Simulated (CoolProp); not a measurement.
Saturation properties of R245fa.

Model: reference Helmholtz-energy equation of state, Akasaka 2015, in CoolProp.

```
T (°C)  p (kPa)  vapour density (kg/m³)  liquid cp (kJ/(kg K))
------  -------  ----------------------  ---------------------
52.65     373.0                   20.60                  1.391
59.65     457.9                   25.20                  1.413
66.65     556.7                   30.60             (withheld)
73.65     670.9                   36.95                  1.462
80.65     801.9                   44.39                  1.491
87.65     951.4              (withheld)                  1.524
94.65      1121              (withheld)             (withheld)
101.65     1312                   75.42                  1.606
108.65     1527                   89.78                  1.661
115.65     1767                   107.0                  1.731
122.65     2035                   128.1             (withheld)
```

Problem. Some entries are withheld; supply them.

Solution. 
- 66.65, liquid cp (kJ/(kg K)): 1.436
- 87.65, vapour density (kg/m³): 53.10
- 94.65, vapour density (kg/m³): 63.34
- 94.65, liquid cp (kJ/(kg K)): 1.561
- 122.65, liquid cp (kJ/(kg K)): 1.826

It boils at 15.0 °C under 1 atm.
